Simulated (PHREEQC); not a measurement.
# Copper plating or etch bath (model solution)

Dissolve 0.016 mol Cu(BF4)2 and 0.0074 mol HCl per kg of water at 35 °C. Closed to the air; pH follows from the charge balance.

Computed with PHREEQC (ion-association model, wateq4f.dat).

| Property | Value |
|---|---|
| pH | 2.24 |
| ionic strength | 0.0540 mol/kgw |
| total alkalinity | -103 meq/kg |

| species | molality | activity | log γ |
|---|---|---|---|
| BF4- | 0.0283 | 0.0224 | -0.101 |
| Cu+2 | 0.0156 | 0.00730 | -0.331 |
| HF | 0.00802 | 0.00812 | 0.005 |
| Cl- | 0.00717 | 0.00577 | -0.094 |
| H+ | 0.00677 | 0.00574 | -0.071 |
| H3BO3 | 0.00178 | 0.00180 | 0.005 |
| BF3OH- | 0.00156 | 0.00123 | -0.101 |
| F- | 0.000977 | 0.000785 | -0.095 |

No solid was allowed to form. Real BF4- forms and hydrolyses slowly; the run takes it at equilibrium.
